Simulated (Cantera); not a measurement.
A closed system holds: 1 mol V2O5, 87 mol H2, 38 mol N2, held at 2150 K and 75.0 Torr.

Method: chemical equilibrium by Gibbs-energy minimisation in Cantera with the NASA 1993 tables (ideal gas, pure condensed phases). Candidate condensed phases: H2O, V, VN, VO, V2O3, V2O4, V2O5; 28 gas species. VO: taken at fixed stoichiometry. Rates play no part.

Base state: H2 0.663, N2 0.302, H2O 0.0230, H 0.0109, VO2 0.000755, VO 0.000146, OH 4.87e-5 (mole fractions); condensed: VO(l).

### Question
What changes in the equilibrium state with this change: H2 from 87 to 2.8 mol?

### Answer
```json
[
 {"species": "N2", "before": "0.302", "after": "0.923"},
 {"species": "H2O", "before": "0.0230", "after": "0.0442"},
 {"species": "H2", "before": "0.663", "after": "0.0226"},
 {"species": "H", "before": "0.0109", "after": "0.00200"},
 {"species": "VO2", "before": "0.000755", "after": "0.00734"},
 {"species": "O2", "before": "8.29e-9", "after": "2.63e-5"},
 {"species": "NO", "before": "1.38e-6", "after": "0.000136"},
 {"species": "O", "before": "5.63e-7", "after": "3.17e-5"},
 {"species": "OH", "before": "4.87e-5", "after": "0.000507"},
 {"species": "VO", "before": "0.000146", "after": "2.52e-5"},
 {"species": "VO(l), mol", "before": "1.89", "after": "0"},
 {"species": "V2O3(s), mol", "before": "0", "after": "0.849"}
]
```
Condensed phases not in the tables: the oxides between V2O3 and V2O5 other than VO2.
